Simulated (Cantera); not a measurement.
A freely propagating, adiabatic, planar premixed flame of H2 : O2 : N2 = 1 : 0.43 : 1.25 (molar parts), equivalence ratio 1.2, unburnt at 350 K and 1.80 bar; mixture-averaged transport, grid criteria slope 0.08 and curve 0.16, no radiation.

Model: the H2/O2 subset of GRI-Mech 3.0, which has no nitrogen chemistry, integrated in Cantera. Burning velocities carry a grid error of a few per cent, more on coarse grids.

Task: Predict: laminar burning velocity; thermal thickness; peak x(OH); peak x(H); peak x(H2O2).

Result: laminar burning velocity: 449 cm/s
thermal thickness: 0.161 mm
peak x(OH): 0.0201
peak x(H): 0.0636
peak x(H2O2): 0.000136
